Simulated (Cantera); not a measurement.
A perfectly stirred reactor is fed with H2 : O2 : N2 = 0.11 : 1 : 0.22 (molar parts), equivalence ratio 0.055, at 20.0 Torr; it is held at 1075 K, and followed from long to short residence time.

Cantera simulation using the H2/O2 subset of GRI-Mech 3.0, which has no nitrogen chemistry; the numbers are that mechanism's predictions, not measurements. Radical loss at walls, strong at low pressure, is not modelled. The temperature is held fixed by assumption; the heat of reaction is taken as removed at once.

```csv
quantity,before,after
x(H2) at τ = 0.700 s,0.000410,0.000544
x(O2) at τ = 0.700 s,0.740,0.739
x(HO2) at τ = 0.700 s,4.86e-6,3.65e-6
x(H2O2) at τ = 0.700 s,2.67e-7,1.59e-7
x(H2O) at τ = 0.700 s,0.0854,0.0849
x(H2) at τ = 36.0 ms,0.00228,0.00306
x(O2) at τ = 36.0 ms,0.735,0.727
x(HO2) at τ = 36.0 ms,1.04e-5,6.07e-6
x(H2O2) at τ = 36.0 ms,4.22e-7,2.01e-7
x(H2O) at τ = 36.0 ms,0.0817,0.0777
```

Q: Which change was made?
A) temperature 1075 to 975 K
B) pressure from 20.0 Torr to 27.8 Torr
C) pressure from 20.0 Torr to 4.88 Torr
D) pressure from 20.0 Torr to 10.00 Torr

A: D, pressure from 20.0 Torr to 10.00 Torr
